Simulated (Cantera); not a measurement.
An adiabatic, constant-pressure homogeneous reactor starts with CH3OH : O2 : N2 = 1 : 1.25 : 4.7 (molar parts), equivalence ratio 1.2, at 1750 K and 1.30 bar. Integrator tolerance rtol = 1e-08.

Model: GRI-Mech 3.0 (53 species, 325 reactions), integrated in Cantera. GRI-Mech 3.0 was tuned for natural gas; its chemistry of methanol as a main component is partial and can be far from experiment.

Q: What does this change do: constant volume in place of constant pressure?

A: 
```json
[
 {"quantity": "time of steepest temperature rise", "before": "25.3 µs", "after": "21.1 µs"},
 {"quantity": "temperature at 0.700 s", "before": "2831 K", "after": "2991 K"},
 {"quantity": "equilibrium temperature", "before": "2831 K", "after": "2991 K"},
 {"quantity": "x(CH3OH) at 0.700 s", "before": "<1e-12 (gas-phase equilibrium <1e-12)", "after": "<1e-12 (gas-phase equilibrium <1e-12)"},
 {"quantity": "x(O2) at 0.700 s", "before": "0.0132 (gas-phase equilibrium 0.0132)", "after": "0.0152 (gas-phase equilibrium 0.0152)"},
 {"quantity": "x(NO) at 0.700 s", "before": "0.00829 (gas-phase equilibrium 0.00829)", "after": "0.0109 (gas-phase equilibrium 0.0109)"},
 {"quantity": "x(H2O2) at 0.700 s", "before": "3.34e-7 (gas-phase equilibrium 3.34e-7)", "after": "6.19e-7 (gas-phase equilibrium 6.19e-7)"},
 {"quantity": "x(O) at 0.700 s", "before": "0.00621 (gas-phase equilibrium 0.00621)", "after": "0.00845 (gas-phase equilibrium 0.00845)"}
]
```
Above 3000 K some thermodynamic fits are extrapolated.
